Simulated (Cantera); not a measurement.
Predominance diagram of V at 825 K against the partial pressures of O2 and N2 (log10, bar). Standard-state values (1 bar) from the NASA 1993 polynomials, evaluated with Cantera. Candidates: V(s), VN(s), VO(s), V2O3(s), V2O4(s), V2O5(s). Only these pure phases compete in this equilibrium. VN, VO: taken at fixed stoichiometry. Not in the tables: V3O5 to V6O13, V2N.

Q: Which phase is stable at these pairs, and which metal-bearing vapour leads over it? (-11.5, -8.8); (-21.3, -8.8); (-11.5, -2.2); (-4.6, -6.6); (-29.6, -19.8); (-22.7, -11); (-11.5, -22)

A: 
```tsv
log p(O2)	log p(N2)	phase	chief vapour	log p (bar)
-11.5	-8.8	V2O4(s)	VO2	-20.1
-21.3	-8.8	V2O3(s)	VO2	-20.9
-11.5	-2.2	V2O4(s)	VO2	-20.1
-4.6	-6.6	V2O5(s)	VO2	-20.5
-29.6	-19.8	V2O3(s)	VO2	-23.0
-22.7	-11	V2O3(s)	VO2	-21.3
-11.5	-22	V2O4(s)	VO2	-20.1
```
